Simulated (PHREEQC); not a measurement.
Dissolve 0.19 mol/kgw NaHSO4 and 8.6e-05 mol/kgw NaOH at 20 °C. Closed to the air; pH follows from the charge balance.

All values are PHREEQC results (ion-association model, wateq4f.dat), not measurements.

```yaml
pH: 1.23
ionic_strength: 0.315 mol/kgw
activity_of_water: 0.992
total_alkalinity: -190 meq/kg
```

| species | molality | activity | log γ |
|---|---|---|---|
| Na+ | 0.177 | 0.128 | -0.140 |
| HSO4- | 0.114 | 0.0800 | -0.155 |
| H+ | 0.0755 | 0.0591 | -0.107 |
| SO4-2 | 0.0623 | 0.0155 | -0.604 |
| NaSO4- | 0.0134 | 0.00963 | -0.142 |

Precipitation was switched off in this run.
